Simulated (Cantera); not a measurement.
Feed: 1 mol Si, 1 mol Br2, 8.9 mol HBr, held at 1550 K and 0.00590 bar.

These are equilibrium values from Cantera (NASA tables, ideal gas, pure condensed phases), not measurements of a reactor. Candidate condensed phases: Br2, Si; 19 gas species. The tables' values for SiBr3 are old estimates; treat these amounts as uncertain. The numbers say what is thermodynamically allowed, not how fast it happens.

Base state: HBr 0.738, Br 0.0996, SiBr2 0.0793, H2 0.0646, SiBr4 0.0108, SiBr3 0.00730, Br2 0.000391, H 0.000104 (mole fractions); condensed: gas only.

**Question.** What changes in the equilibrium state with this change: temperature from 1550 K to 1473 K?

**Answer.** 
```tsv
species	before	after
HBr	0.738	0.778
H2	0.0646	0.0628
SiBr2	0.0793	0.0627
Br	0.0996	0.0570
SiBr4	0.0108	0.0293
H	0.000104	4.13e-5
SiHBr3	7.27e-5	0.000138
Br2	0.000391	0.000288
```
